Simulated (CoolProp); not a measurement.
Properties of ethanol along the isotherm 287.75 °C (Tc = 241.6 °C, pc = 6.268 MPa, ω = 0.644).

Model: reference Helmholtz-energy equation of state, Schroeder 2014, in CoolProp.

| p (MPa) | phase | cp (kJ/(kg K)) | isothermal compressibility (1/MPa) | viscosity (µPa s) | conductivity (mW/(m K)) |
|---|---|---|---|---|---|
| 4.82 | gas | 3.059 | 0.2611 | … | 57.8 |
| 9.64 | supercritical | 6.746 | 0.2471 | … | 95.5 |
| 14.5 | supercritical | 6.093 | 0.05926 | … | … |
| 19.3 | supercritical | 5.101 | 0.02275 | 60.3 | 134 |
| 24.1 | supercritical | … | 0.01315 | 68.8 | 138 |
| 28.9 | supercritical | … | 0.009122 | 75.4 | 141 |
| 33.8 | supercritical | 4.273 | 0.006944 | 81.2 | 144 |
| 38.6 | supercritical | 4.166 | 0.005637 | 86.1 | 147 |
| 43.4 | supercritical | 4.087 | 0.004754 | 90.7 | 150 |
| 48.2 | supercritical | 4.026 | 0.004117 | 94.9 | 152 |
| 53 | supercritical | 3.976 | 0.003635 | 98.8 | 155 |
| 57.9 | supercritical | 3.934 | 0.003251 | 103 | 157 |
| 62.7 | supercritical | 3.900 | 0.002948 | 106 | 160 |

Fill in the missing entries.


- 4.82, viscosity (µPa s): 17.9
- 9.64, viscosity (µPa s): 25.3
- 14.5, viscosity (µPa s): 47.6
- 14.5, conductivity (mW/(m K)): 127
- 24.1, cp (kJ/(kg K)): 4.669
- 28.9, cp (kJ/(kg K)): 4.428

The peak of cp marks the crossing from liquid-like to gas-like fluid above the critical point.

Viscosity comes from a separate model (Kiselev 2005). Thermal conductivity comes from a separate model (Assael 2013).
